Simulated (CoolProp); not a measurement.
A single-stage vapour-compression cycle with cis-2-butene: evaporating at 270.15 K (dew point), condensing at 317.15 K (bubble point), superheat 0 K, subcooling 0 K, compressor efficiency 0.75, no pressure losses. Each further row changes one setting.

Values from CoolProp's reference Helmholtz-energy equation of state, Lemmon 2005. It is a short technical equation, of lower accuracy than the large ones.

| case | cooling COP | pressure ratio | discharge temperature (K) | refrigerating effect (kJ/kg) | volumetric capacity (kJ/m³) |
|---|---|---|---|---|---|
| as stated | 3.63 | 4.86 | 335.6 | 316 | 635 |
| evaporating temperature 275.15 K | 4.21 | 3.99 | [?] | [?] | 778 |
| condensing temperature 312.15 K | 4.15 | 4.21 | [?] | 327 | 659 |
| subcooling 5 K | [?] | 4.86 | 335.6 | 327 | 659 |
| superheat 10 K | 3.64 | 4.86 | 346.0 | [?] | [?] |
| compressor efficiency 0.65 | [?] | 4.86 | 343.4 | 316 | 635 |

Problem. Complete the blanks.

Solution. 
- evaporating temperature 275.15 K, discharge temperature (K): 332.8
- evaporating temperature 275.15 K, refrigerating effect (kJ/kg): 322
- condensing temperature 312.15 K, discharge temperature (K): 329.6
- subcooling 5 K, cooling COP: 3.76
- superheat 10 K, refrigerating effect (kJ/kg): 330
- superheat 10 K, volumetric capacity (kJ/m³): 637
- compressor efficiency 0.65, cooling COP: 3.14
